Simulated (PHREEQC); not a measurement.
0.03 g of hydrous ferric oxide (600 m²/g; 0.2 weak and 0.005 strong sites per Fe, Dzombak-Morel constants, diffuse double layer) in 1 kg of water with 0.005 mol/kgw of an inert sodium salt and 0.00012 mmol/kgw MgCl2, at 25 °C; the pH is set by adding NaOH or the inert anion's acid. O2 is buffered at 0.21 atm. No CO2 enters from the air. No solid was allowed to form.

Base run: PHREEQC, ion-association model, wateq4f.dat. Each further column changes one thing. The table gives surface charge σ (C/m²).

```
pH     base  background salt from 0.005 to 0.0005 mol/kgw  oxide from 0.03 to 0.15 g/kgw  0.00026 mol/kgw H3BO3 added
---  ------  --------------------------------------------  -----------------------------  ---------------------------
3     0.302                                         0.238                          0.303                        0.302
4     0.182                                             …                          0.183                        0.182
4.5   0.131                                         0.061                          0.131                        0.131
5.5   0.059                                         0.023                          0.060                        0.059
6     0.038                                             …                          0.038                        0.037
7     0.013                                             …                          0.013                        0.013
8     0.001                                         0.000                          0.001                        0.001
8.5  -0.004                                        -0.001                         -0.004                       -0.004
9.5  -0.018                                        -0.006                         -0.018                       -0.018
10   -0.030                                             …                         -0.030                       -0.031
11   -0.081                                        -0.048                         -0.081                       -0.082
```

Task: What belongs in the gaps?

Result: 
- 4, background salt from 0.005 to 0.0005 mol/kgw: 0.096
- 6, background salt from 0.005 to 0.0005 mol/kgw: 0.014
- 7, background salt from 0.005 to 0.0005 mol/kgw: 0.004
- 10, background salt from 0.005 to 0.0005 mol/kgw: -0.012

The oxide is taken as insoluble; below pH 4 it would dissolve.
